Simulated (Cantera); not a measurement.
A closed system holds: 1 mol Si, 2.8 mol O2, 1.3 mol CO, at 1173.15 K and 3.90 mbar.

Equilibrium computed with Cantera from the NASA thermochemical tables; the gas is ideal and each condensed phase is pure. Candidate condensed phases: C, Si, SiC, SiO2; 20 gas species. The tables hold silica as quartz up to 1696 K and as liquid above; real silica turns to tridymite and cristobalite and melts near 1996 K. Equilibrium is a limit: real reactors are often held back by kinetics, nucleation or transport.

Base state: CO2 0.531, O2 0.469 (mole fractions); condensed: SiO2(β-quartz).

Task: What changes in the equilibrium state with this change: CO from 1.3 to 0.36 mol?

Result: 
```json
[
 {"species": "O2", "before": "0.469", "after": "0.818"},
 {"species": "CO2", "before": "0.531", "after": "0.182"},
 {"species": "SiO2(β-quartz), mol", "before": "1.00", "after": "1.00"}
]
```

Task: What changes in the equilibrium state with this change: Si replaced by Ti?

Result: 
| species | before | after |
|---|---|---|
| CO2 | 0.531 | 0.531 |
| O2 | 0.469 | 0.469 |
| SiO2(β-quartz), mol | 1.00 | 0 |
| TiO2(rutile), mol | 0 | 1.00 |
Further candidate phases: Ti, TiC, TiO, TiO2, Ti2O3, Ti3O5, Ti4O7.
